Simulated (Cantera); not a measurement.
# Thermodynamics of calcination and drying, feed LiOH + H2 + H2O

Charge: 1 mol LiOH, 1.6 mol H2, 0.45 mol H2O, at 21.8 Torr.

Method: chemical equilibrium by Gibbs-energy minimisation in Cantera with the NASA 1993 tables (ideal gas, pure condensed phases). Candidate condensed phases: H2O, Li, LiH, LiOH, Li2O; 17 gas species. Rates play no part.

```json
[
 {"T (°C)": "650", "x H2": "0.627", "x H2O": "0.373", "x LiOH": "1.23e-5", "x Li": "1.23e-10", "x H": "1.14e-9", "x OH": "<1e-12", "x Li2O": "<1e-12", "n Li2O(s)": "0.500"},
 {"T (°C)": "750", "x H2": "0.627", "x H2O": "0.372", "x LiOH": "0.000130", "x Li": "8.40e-9", "x H": "1.93e-8", "x OH": "3.01e-11", "x Li2O": "1.42e-11", "n Li2O(s)": "0.500"},
 {"T (°C)": "850", "x H2": "0.627", "x H2O": "0.372", "x LiOH": "0.000876", "x Li": "2.59e-7", "x H": "1.98e-7", "x OH": "6.04e-10", "x Li2O": "1.12e-9", "n Li2O(s)": "0.499"},
 {"T (°C)": "950", "x H2": "0.626", "x H2O": "0.370", "x LiOH": "0.00427", "x Li": "4.51e-6", "x H": "1.40e-6", "x OH": "7.43e-9", "x Li2O": "4.22e-8", "n Li2O(s)": "0.494"},
 {"T (°C)": "1050", "x H2": "0.622", "x H2O": "0.361", "x LiOH": "0.0161", "x Li": "5.05e-5", "x H": "7.35e-6", "x OH": "6.17e-8", "x Li2O": "8.98e-7", "n Li2O(s)": "0.479"},
 {"T (°C)": "1150", "x H2": "0.612", "x H2O": "0.339", "x LiOH": "0.0487", "x Li": "0.000404", "x H": "3.05e-5", "x OH": "3.67e-7", "x Li2O": "1.22e-5", "n Li2O(s)": "0.435"},
 {"T (°C)": "1250", "x H2": "0.587", "x H2O": "0.290", "x LiOH": "0.120", "x Li": "0.00253", "x H": "0.000104", "x OH": "1.58e-6", "x Li2O": "0.000115", "n Li2O(s)": "0.331"},
 {"T (°C)": "1350", "x H2": "0.536", "x H2O": "0.209", "x LiOH": "0.240", "x Li": "0.0134", "x H": "0.000297", "x OH": "4.85e-6", "x Li2O": "0.000812", "n Li2O(s)": "0.123"},
 {"T (°C)": "1450", "x H2": "0.499", "x H2O": "0.180", "x LiOH": "0.286", "x Li": "0.0329", "x H": "0.000756", "x OH": "1.49e-5", "x Li2O": "0.00165", "n Li2O(s)": "0"},
 {"T (°C)": "1550", "x H2": "0.486", "x H2O": "0.194", "x LiOH": "0.268", "x Li": "0.0484", "x H": "0.00177", "x OH": "4.93e-5", "x Li2O": "0.00162", "n Li2O(s)": "0"},
 {"T (°C)": "1650", "x H2": "0.471", "x H2O": "0.210", "x LiOH": "0.247", "x Li": "0.0660", "x H": "0.00380", "x OH": "0.000146", "x Li2O": "0.00151", "n Li2O(s)": "0"},
 {"T (°C)": "1750", "x H2": "0.454", "x H2O": "0.227", "x LiOH": "0.225", "x Li": "0.0846", "x H": "0.00752", "x OH": "0.000391", "x Li2O": "0.00135", "n Li2O(s)": "0"},
 {"T (°C)": "1850", "x H2": "0.435", "x H2O": "0.243", "x LiOH": "0.202", "x Li": "0.103", "x H": "0.0139", "x OH": "0.000958", "x Li2O": "0.00117", "n Li2O(s)": "0"},
 {"T (°C)": "1950", "x H2": "0.414", "x H2O": "0.257", "x LiOH": "0.180", "x Li": "0.121", "x H": "0.0242", "x OH": "0.00217", "x Li2O": "0.000985", "n Li2O(s)": "0"}
]
```
x: gas mole fraction; n: condensed amount in mol.

From 650 °C to 1350 °C the condensed part is Li2O(s). From 1450 °C to 1950 °C nothing is condensed. The main Li-bearing gas is LiOH throughout.
